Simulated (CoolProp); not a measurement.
Values from CoolProp's reference Helmholtz-energy equation of state, Zhou 2012.

Problem. Give the vapour pressure (kPa), liquid density (kg/m³), liquid viscosity (µPa s) of saturated o-xylene at 320, 331.3, 337 K.

Solution. 
```csv
T (K),p (kPa),liquid density (kg/m³),liquid viscosity (µPa s)
320,2.92,857,577
331.3,5.01,848,510
337,6.48,843,480
```

Viscosity comes from a separate model (Cao 2016).
